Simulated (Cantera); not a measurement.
Input: 1 mol Si₃N₄, 0.019 mol C, 0.049 mol H₂, equilibrated at 1673.15 K and 2.80 bar.

These are equilibrium values from Cantera (NASA tables, ideal gas, pure condensed phases), not measurements of a reactor. Candidate condensed phases: C, C₆H₆, C₇H₈, C₈H₁₈, Si, SiC, Si₃N₄; 105 gas species. Mutual solubility and eutectic melting of coexisting phases are not modelled. The numbers say what is thermodynamically allowed, not how fast it happens.

Base state: H₂ 0.793, N₂ 0.203, CH₄ 0.00197, HCN 0.00117, H 6.07e-5, C₂H₂ (acetylene) 3.83e-5, NH₃ 3.46e-5, HNC 3.26e-5 (mole fractions); condensed: SiC(s) + Si₃N₄(s).

Q: What changes in the equilibrium state with this change: temperature from 1673.15 K to 1475 K?

A: 
```tsv
species	before	after
H₂	0.793	0.973
N₂	0.203	0.0191
CH₄	0.00197	0.00771
HNC	3.26e-5	1.87e-6
HCN	0.00117	0.000121
H	6.07e-5	7.65e-6
SiC(s), mol	0.0188	0.00143
Si₃N₄(s), mol	0.994	1.000
C(graphite), mol	0	0.0172
```
